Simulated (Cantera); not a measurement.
Cantera run, input and output.

```python
import numpy as np
import cantera as ct

gas = ct.Solution("h2o2.yaml")
gas.TPX = 1750, 101325, {'H2': 1, 'O2': 1.43, 'N2': 5.37}
reactor = ct.IdealGasReactor(gas, energy="on", clone=False)
net = ct.ReactorNet([reactor])
net.rtol, net.atol = 1e-08, 1e-16
show = ['H2', 'O2', 'O', 'H2O2', 'HO2']
times = np.geomspace(1e-06, 1, 11)

steps = ct.SolutionArray(gas, extra=["t"])
rows = []
print(f"{'t/s':>10s}{'T/K':>9s}{'P/Pa':>11s}" + "".join(f"{s:>11s}" for s in show))
for t in times:
    while net.time < t:
        t_next = net.step()
        steps.append(gas.state, t=t_next)
    rows.append([np.interp(t, steps.t, y) for y in (steps.T, steps.P, *steps(*show).X.T)])
    print(f"{t:10.3e}{rows[-1][0]:9.1f}{rows[-1][1]:11.4g}" + "".join(f"{x:11.3e}" for x in rows[-1][2:]))
rate = np.gradient(steps.T, steps.t)
print("integrator steps:", len(steps.t))
if steps.T.max() > steps.T[0] + 200:
    print(f"time of steepest temperature rise: {steps.t[rate.argmax()]:.4e} s")
gas.TPX = 1750, 101325, {'H2': 1, 'O2': 1.43, 'N2': 5.37}
gas.equilibrate("UV")
print(f"equilibrium (UV): T = {gas.T:.1f} K  " + "  ".join(f"{s} {gas[s].X[0]:.3e}" for s in show))
```

It prints:

```
       t/s      T/K       P/Pa         H2         O2          O       H2O2        HO2
 1.000e-06   1750.0  1.013e+05  1.282e-01  1.833e-01  9.582e-07  1.626e-08  1.977e-06
 3.981e-06   1750.1  1.013e+05  1.273e-01  1.829e-01  1.556e-04  1.372e-07  1.154e-05
 1.585e-05   1975.1  1.129e+05  1.278e-02  1.116e-01  3.568e-02  5.398e-07  2.373e-05
 6.310e-05   2421.4  1.346e+05  7.224e-03  1.149e-01  1.816e-02  2.374e-07  1.095e-05
 2.512e-04   2632.4  1.444e+05  3.278e-03  1.194e-01  7.921e-03  4.624e-07  1.564e-05
 1.000e-03   2634.0  1.444e+05  3.247e-03  1.194e-01  7.844e-03  4.680e-07  1.574e-05
 3.981e-03   2634.0  1.444e+05  3.247e-03  1.194e-01  7.844e-03  4.680e-07  1.574e-05
 1.585e-02   2634.0  1.444e+05  3.247e-03  1.194e-01  7.844e-03  4.680e-07  1.574e-05
 6.310e-02   2634.0  1.444e+05  3.247e-03  1.194e-01  7.844e-03  4.680e-07  1.574e-05
 2.512e-01   2634.0  1.444e+05  3.247e-03  1.194e-01  7.844e-03  4.680e-07  1.574e-05
 1.000e+00   2634.0  1.444e+05  3.247e-03  1.194e-01  7.844e-03  4.680e-07  1.574e-05
integrator steps: 1043
time of steepest temperature rise: 8.1765e-06 s
equilibrium (UV): T = 2634.0 K  H2 3.247e-03  O2 1.194e-01  O 7.844e-03  H2O2 4.680e-07  HO2 1.574e-05
```

Computed with Cantera and the H2/O2 subset of GRI-Mech 3.0, which has no nitrogen chemistry.
